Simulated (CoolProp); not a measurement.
CH2F2 (R32) at 298.15 K and 0.957 MPa is throttled through a valve to 0.405 MPa with no heat exchange. Each further row changes one setting.

The numbers come from the reference Helmholtz-energy equation of state, Tillner-Roth 1997 in CoolProp.

```json
[
 {"case": "as stated", "temperature change (K)": "-14.8", "final density (kg/m³)": "…"},
 {"case": "outlet pressure 0.121 MPa", "temperature change (K)": "-23.9", "final density (kg/m³)": "…"},
 {"case": "outlet pressure 0.527 MPa", "temperature change (K)": "…", "final density (kg/m³)": "…"}
]
```

Problem. What belongs in the gaps?

Solution. 
- as stated, final density (kg/m³): 9.54
- outlet pressure 0.121 MPa, final density (kg/m³): 2.82
- outlet pressure 0.527 MPa, temperature change (K): -11.3
- outlet pressure 0.527 MPa, final density (kg/m³): 12.5
